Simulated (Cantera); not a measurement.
A closed system holds: 1 mol Pb, 1.1 mol CO, 0.38 mol N2, 0.57 mol H2, at 1600 K and 13300 Pa.

These are equilibrium values from Cantera (NASA tables, ideal gas, pure condensed phases), not measurements of a reactor. Candidate condensed phases: C, C6H6, C7H8, C8H18, H2O, Pb, PbO, PbO2, Pb3O4; 139 gas species. The numbers say what is thermodynamically allowed, not how fast it happens.

Base state: CO 0.361, Pb 0.328, H2 0.187, N2 0.125, Pb2 0.000179, H 6.44e-5, HCN 6.18e-5, H2O 3.96e-5 (mole fractions); condensed: gas only.

**Question.** What changes in the equilibrium state with this change: temperature from 1600 K to 1550 K?

**Answer.** 
```tsv
species	before	after
CO	0.361	0.379
Pb	0.328	0.294
H2	0.187	0.196
N2	0.125	0.131
H	6.44e-5	3.82e-5
CO2	2.55e-5	2.94e-5
HCN	6.18e-5	6.72e-5
H2O	3.96e-5	4.26e-5
Pb(l), mol	0	0.147
```
